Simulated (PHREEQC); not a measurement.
# Ultrapure water in contact with air or piping (model solution)

Model water analysis in mmol/kgw, 10 °C, pH 6.98, pe 12.9:

| constituent | mmol/kgw |
|---|---|
| Na | 0.000392 |
| K | 0.00017 |
| Ca | 0.000294 |
| Mg | 2.97e-05 |
| Cl | 0.000111 |
| S(6) | 0.000397 |
| Alkalinity (meq/kgw) | 0.000297 |
| Pb | 1.66e-05 |
| Cu(2) | 8.83e-07 |

Valence states are taken as typed.

Equilibrium calculation in PHREEQC: ion-association model, wateq4f.dat.

Precipitation was switched off in this run.

Problem. Predict the charge-balance error.

Solution. charge-balance error 1.6 %.

Problem. In which forms is Pb present?

Solution. Pb+2 84 %, PbOH+ 16 % of the Pb.

Complexes and solids missing from the database can't appear. Constants without temperature data keep their 25 °C values here. The database's constant for dissolved Cu(OH)2 is higher than later reviews accept.
